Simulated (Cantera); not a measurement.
Mixture: 5.04 % CH₄, 0.398 % C₂H₆, 0.166 % C₃H₈, 19.8 % O₂, 74.6 % N₂, at 11.0 bar, adiabatic and at constant pressure. Ignition delay is the time to a rise of 400 K.

Cantera simulation using GRI-Mech 3.0 (53 species, 325 reactions); the numbers are that mechanism's predictions, not measurements.

### Question
Predict: delay at 1175 K; delay at 1225 K; delay at 1275 K; delay at 1325 K; delay at 1375 K; delay at 1425 K; delay at 1475 K; apparent activation energy between 1375 and 1475 K.

### Answer
| Quantity | Result |
|---|---|
| delay at 1175 K | 1.44 ms |
| delay at 1225 K | 0.762 ms |
| delay at 1275 K | 0.421 ms |
| delay at 1325 K | 0.241 ms |
| delay at 1375 K | 0.143 ms |
| delay at 1425 K | 86.6 µs |
| delay at 1475 K | 54.2 µs |
| apparent activation energy between 1375 and 1475 K | 160 kJ/mol |
